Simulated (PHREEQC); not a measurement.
PHREEQC input (Pitzer model, pitzer.dat):

```
SOLUTION 1
  temp 25
  units mol/kgw
  pH 7 charge
  S(6) 0.29
  Na 0.58
  Cl 0.012
  K 0.012
END
USE solution 1
INCREMENTAL_REACTIONS false
REACTION 1
  H2O -1
  0 9.886 18.011 24.689 30.178 34.689 38.397 41.444
  43.949 46.007 47.699 49.089 50.232 51.172 51.944 52.578
  53.1 moles
EQUILIBRIUM_PHASES 1
  Arcanite 0 0
  Glaserite 0 0
  Halite 0 0
  Mirabilite 0 0
  Misenite 0 0
  Sylvite 0 0
  Thenardite 0 0
SELECTED_OUTPUT 1
  -reset false
  -pH true
  -pe true
  -ionic_strength true
  -water true
  -activities H2O
  -totals Cl K Na S
  -molalities H+ Na+ K+ Cl- SO4-2 OH- HSO4-
  -equilibrium_phases Arcanite Glaserite Halite Mirabilite Misenite Sylvite Thenardite
PRINT
  -reset false
END
```

Selected output (columns that matter, 17 of 17 rows; water left (kg) added in front):

```
water left (kg)	pH	mu	Cl	K	Na	S	m_H+	m_Na+	m_K+	m_Cl-	la_H2O	Glaserite	Mirabilite	Thenardite
1	7.3097	0.882	0.012	0.012	0.58	0.29	9.9375e-08	0.58	0.012	0.012	-0.0050863	0	0	0
0.821894	7.3205	1.0731	0.0146	0.0146	0.70569	0.35284	1.0056e-07	0.70569	0.0146	0.0146	-0.0060797	0	0	0
0.675514	7.3307	1.3057	0.017764	0.017764	0.85861	0.4293	1.0164e-07	0.85861	0.017764	0.017764	-0.0072619	0	0	0
0.555203	7.3402	1.5886	0.021614	0.021614	1.0447	0.52233	1.0241e-07	1.0447	0.021614	0.021614	-0.0086697	0	0	0
0.456313	7.349	1.9329	0.026298	0.026298	1.2711	0.63553	1.0262e-07	1.2711	0.026298	0.026298	-0.01035	0	0	0
0.375043	7.3572	2.3517	0.031996	0.031996	1.5465	0.77324	1.0192e-07	1.5465	0.031996	0.031996	-0.012365	0	0	0
0.30824	7.3649	2.8614	0.038931	0.038931	1.8817	0.94083	9.9845e-08	1.8817	0.038931	0.038931	-0.014799	0	0	0
0.253345	7.3721	3.4814	0.047366	0.047366	2.2894	1.1447	9.5863e-08	2.2894	0.047366	0.047366	-0.017767	0	0	0
0.208215	7.3791	4.236	0.057633	0.057633	2.7856	1.3928	8.9394e-08	2.7856	0.057633	0.057633	-0.021439	0	0	0
0.171138	7.3862	5.1537	0.070119	0.070119	3.3891	1.6945	7.9953e-08	3.3891	0.070119	0.070119	-0.026061	0	0	0
0.138079	7.3924	6.077	0.086907	0.086907	3.9934	1.9967	6.9367e-08	3.9934	0.086907	0.086907	-0.03099	0	0.014296	0
0.09945	7.3925	6.1625	0.12066	0.12066	4.0279	2.014	6.6858e-08	4.0279	0.12066	0.12066	-0.031824	0	0.089712	0
0.0676872	7.3927	6.3063	0.17729	0.17729	4.086	2.043	6.2785e-08	4.086	0.17729	0.17729	-0.033239	0	0.15172	0
0.0415711	7.3937	6.5904	0.28866	0.28866	4.2012	2.1006	5.526e-08	4.2012	0.28866	0.28866	-0.03608	0	0.20268	0
0.0201509	7.4004	7.3885	0.59551	0.59551	4.5287	2.2643	3.7755e-08	4.5287	0.59551	0.59551	-0.044347	0	0.24437	0
0.00413227	7.3034	9.3055	2.904	0.8679	6.3038	2.1338	1.2292e-08	6.3038	0.8679	2.904	-0.093973	0.0028045	0.26989	0.0056883
0.00413227	7.3034	9.3055	2.904	0.8679	6.3038	2.1338	1.2292e-08	6.3038	0.8679	2.904	-0.093973	0.0028045	0.21769	0.057888
```
